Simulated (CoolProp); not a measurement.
The fluid at 293.15 K and 2.45 MPa is throttled through a valve to 0.158 MPa with no heat exchange. The same conditions are run with several fluids, on thermodynamics alone (safety and materials aside).

Values from CoolProp's reference Helmholtz-energy equation of state of each fluid (R152A: Outcalt 1996; R143a: Lemmon and Jacobsen 2000; isobutane: Bücker 2006; cyclopentane: Gedanitz 2015; propylene glycol: Eisenbach 2021).

### Question
Rank R152A, R143a, isobutane, cyclopentane, propylene glycol by temperature change (K), highest first.

### Answer
cyclopentane (+1.1), propylene glycol (+0.7), isobutane (-19.8), R152A (-33.5), R143a (-57.4)

| fluid | final phase | final density (kg/m³) |
|---|---|---|
| R152A | two-phase, vapour fraction 0.181 | 27.7 |
| R143a | two-phase, vapour fraction 0.381 | 18.8 |
| isobutane | two-phase, vapour fraction 0.135 | 30.3 |
| cyclopentane | liquid | 744 |
| propylene glycol | liquid | 1040 |
